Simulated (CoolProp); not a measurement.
R236EA at 342.85 K and 0.0789 MPa is throttled through a valve to 0.0268 MPa with no heat exchange. Each further row changes one setting.

The numbers come from the reference Helmholtz-energy equation of state, Rui 2013 in CoolProp.

```tsv
case	temperature change (K)	final density (kg/m³)
as stated	-0.8	1.44
outlet pressure 0.00804 MPa	-1.0	0.431
outlet pressure 0.0348 MPa	-0.7	1.87
```
